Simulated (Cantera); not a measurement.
A closed system holds: 1 mol Si2Cl6, a varied amount of NH3, held at 898 K and 7.50 Torr.

Method: chemical equilibrium by Gibbs-energy minimisation in Cantera with the NASA 1993 tables (ideal gas, pure condensed phases). Candidate condensed phases: NH4Cl, Si, Si3N4; 28 gas species. The feed counts by its element totals alone. The numbers say what is thermodynamically allowed, not how fast it happens.

Question: At 7.3 mol NH3, list the 5 most abundant gas species with their mole fractions, and the condensed phases.

Answer: H2 0.518, HCl 0.316, N2 0.152, SiCl4 0.0135, SiHCl3 6.14e-5. Condensed: Si3N4(s).
